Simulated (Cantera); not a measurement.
Charge: 1 mol SiCl4, a varied amount of Cl2, 22 mol H2, at 14000 Pa.

Cantera equilibrium calculation (NASA polynomials, part measured and part estimated; ideal gas, pure solids and liquids). Candidate condensed phases: Si; 19 gas species. The tables' values for SiCl3 are old estimates. The numbers say what is thermodynamically allowed, not how fast it happens.

Q: What condenses at these points (T in °C, n(Cl2) in mol): (677, 0.19); (1027, 0.065); (877, 0.58); (727, 0.58); (1077, 0.25)?

A: 
| T (°C) | n(Cl2) in mol | condensed phases | Si condensed (%) |
|---|---|---|---|
| 677 | 0.19 | gas only | 0.0 |
| 1027 | 0.065 | Si | 14.4 |
| 877 | 0.58 | gas only | 0.0 |
| 727 | 0.58 | gas only | 0.0 |
| 1077 | 0.25 | Si | 4.3 |
